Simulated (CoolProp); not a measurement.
CHF3 (R23) along the isotherm -114.15 °C: Z from the reference equation and from simpler models built on Tc = 26.1 °C, pc = 4.832 MPa, ω = 0.263; each cubic takes its own stable root.

The numbers come from the reference Helmholtz-energy equation of state, Penoncello 2003 in CoolProp.

```json
[
 {"p (MPa)": "2.68", "phase": "liquid", "reference": "0.09056", "van der Waals": "0.1607", "Redlich-Kwong": "0.1090", "Soave-Redlich-Kwong": "0.1064", "Peng-Robinson": "0.09459"},
 {"p (MPa)": "5.37", "phase": "liquid", "reference": "0.1810", "van der Waals": "0.3193", "Redlich-Kwong": "0.2174", "Soave-Redlich-Kwong": "0.2126", "Peng-Robinson": "0.1891"},
 {"p (MPa)": "8.05", "phase": "liquid", "reference": "0.2706", "van der Waals": "0.4751", "Redlich-Kwong": "0.3247", "Soave-Redlich-Kwong": "0.3178", "Peng-Robinson": "0.2827"},
 {"p (MPa)": "10.7", "phase": "liquid", "reference": "0.3587", "van der Waals": "0.6273", "Redlich-Kwong": "0.4300", "Soave-Redlich-Kwong": "0.4213", "Peng-Robinson": "0.3750"},
 {"p (MPa)": "13.4", "phase": "liquid", "reference": "0.4481", "van der Waals": "0.7807", "Redlich-Kwong": "0.5366", "Soave-Redlich-Kwong": "0.5262", "Peng-Robinson": "0.4685"},
 {"p (MPa)": "16.1", "phase": "liquid", "reference": "0.5370", "van der Waals": "0.9327", "Redlich-Kwong": "0.6426", "Soave-Redlich-Kwong": "0.6306", "Peng-Robinson": "0.5617"},
 {"p (MPa)": "18.8", "phase": "liquid", "reference": "0.6255", "van der Waals": "1.083", "Redlich-Kwong": "0.7479", "Soave-Redlich-Kwong": "0.7346", "Peng-Robinson": "0.6546"},
 {"p (MPa)": "21.5", "phase": "liquid", "reference": "0.7137", "van der Waals": "1.233", "Redlich-Kwong": "0.8528", "Soave-Redlich-Kwong": "0.8381", "Peng-Robinson": "0.7471"},
 {"p (MPa)": "24.2", "phase": "liquid", "reference": "0.8014", "van der Waals": "1.382", "Redlich-Kwong": "0.9571", "Soave-Redlich-Kwong": "0.9412", "Peng-Robinson": "0.8393"}
]
```
